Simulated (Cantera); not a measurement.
**Thermodynamics of carbon deposition, reforming and gasification, feed C₂H₂ + H₂O**

Feed: 1 mol C₂H₂, 1.8 mol H₂O, at 0.0100 bar.

Method: chemical equilibrium by Gibbs-energy minimisation in Cantera with the NASA 1993 tables (ideal gas, pure condensed phases). Candidate condensed phases: C, C₆H₆, C₇H₈, C₈H₁₈, H₂O; 110 gas species. Kinetics and transport are ignored.

| T (K) | x H₂ | x CO | x H | x C₂H₂ (acetylene) | x C₂H | n C(graphite) |
|---|---|---|---|---|---|---|
| 1398 | 0.609 | 0.391 | 3.69e-5 | 1.49e-6 | <1e-12 | 0.200 |
| 1498 | 0.609 | 0.391 | 0.000134 | 5.36e-6 | 2.20e-12 | 0.200 |
| 1598 | 0.608 | 0.391 | 0.000415 | 1.64e-5 | 3.72e-11 | 0.200 |
| 1698 | 0.608 | 0.391 | 0.00113 | 4.38e-5 | 4.50e-10 | 0.200 |
| 1798 | 0.606 | 0.391 | 0.00274 | 0.000105 | 4.11e-9 | 0.199 |
| 1898 | 0.604 | 0.390 | 0.00607 | 0.000227 | 2.97e-8 | 0.198 |
| 1998 | 0.598 | 0.389 | 0.0124 | 0.000454 | 1.75e-7 | 0.196 |
| 2098 | 0.589 | 0.387 | 0.0236 | 0.000840 | 8.66e-7 | 0.192 |
| 2198 | 0.573 | 0.383 | 0.0422 | 0.00145 | 3.68e-6 | 0.186 |
| 2298 | 0.549 | 0.377 | 0.0710 | 0.00235 | 1.36e-5 | 0.177 |
| 2398 | 0.514 | 0.369 | 0.113 | 0.00355 | 4.47e-5 | 0.165 |
| 2498 | 0.467 | 0.358 | 0.170 | 0.00500 | 0.000131 | 0.147 |
| 2598 | 0.406 | 0.344 | 0.243 | 0.00654 | 0.000342 | 0.123 |
x: gas mole fraction; n: condensed amount in mol.

From 1398 K to 2598 K the condensed part is C(graphite). The main C-bearing gas is CO throughout.
